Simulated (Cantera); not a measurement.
Feed: 1 mol Si₃N₄, 0.69 mol H₂, equilibrated at 1525 K and 44.0 mbar.

Equilibrium computed with Cantera from the NASA thermochemical tables; the gas is ideal and each condensed phase is pure. Candidate condensed phases: Si, Si₃N₄; 18 gas species. Mutual solubility and eutectic melting of coexisting phases are not modelled. The numbers say what is thermodynamically allowed, not how fast it happens.

Base state: H₂ 0.998, N₂ 0.00175, H 0.000113 (mole fractions); condensed: Si(s) + Si₃N₄(s).

Q: What changes in the equilibrium state with this change: temperature from 1525 K to 2973 K?

A: 
```json
[
 {"species": "Si", "before": "4.29e-7", "after": "0.477"},
 {"species": "N₂", "before": "0.00175", "after": "0.328"},
 {"species": "H", "before": "0.000113", "after": "0.141"},
 {"species": "H₂", "before": "0.998", "after": "0.0417"},
 {"species": "Si₂", "before": "<1e-9", "after": "0.00515"},
 {"species": "SiN", "before": "4.35e-9", "after": "0.00318"},
 {"species": "Si₃", "before": "<1e-9", "after": "0.000173"},
 {"species": "Si(s), mol", "before": "0.00181", "after": "0"},
 {"species": "Si₃N₄(s), mol", "before": "0.999", "after": "0"}
]
```
The tables' values for SiN are old estimates; treat these amounts as uncertain. Gases not in the tables: Si₂H₆ and higher silanes.
